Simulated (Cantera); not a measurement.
A Cantera script and its output.

```python
import numpy as np
import cantera as ct

gas = ct.Solution("gri30.yaml")


def delay(T, t_max=10):
    gas.TPX = T, 44000, {'CH4': 1, 'CO': 0.28, 'O2': 3.75, 'N2': 14.1, 'H2O': 1.5}
    reactor = ct.IdealGasConstPressureReactor(gas, clone=False)
    net = ct.ReactorNet([reactor])
    net.rtol, net.atol = 1e-8, 1e-16
    while net.time < t_max:
        t_old, T_old = net.time, reactor.T
        net.step()
        if reactor.T > T + 400:  # ignition: a rise of 400 K
            return t_old + (T + 400 - T_old) / (reactor.T - T_old) * (net.time - t_old)
    return np.nan


taus = []
for T in [1000, 1100, 1200, 1300, 1400, 1500, 1600, 1700]:
    taus.append(delay(T))
    print(f"T0 = {T:6g} K   tau = {taus[-1]:.4e} s")
```

It prints:

```
T0 =   1000 K   tau = 2.3878e+00 s
T0 =   1100 K   tau = 3.9569e-01 s
T0 =   1200 K   tau = 7.9928e-02 s
T0 =   1300 K   tau = 1.9330e-02 s
T0 =   1400 K   tau = 5.6361e-03 s
T0 =   1500 K   tau = 2.0100e-03 s
T0 =   1600 K   tau = 8.5809e-04 s
T0 =   1700 K   tau = 4.1853e-04 s
```

Cantera simulation using GRI-Mech 3.0 (53 species, 325 reactions); the numbers are that mechanism's predictions, not measurements.
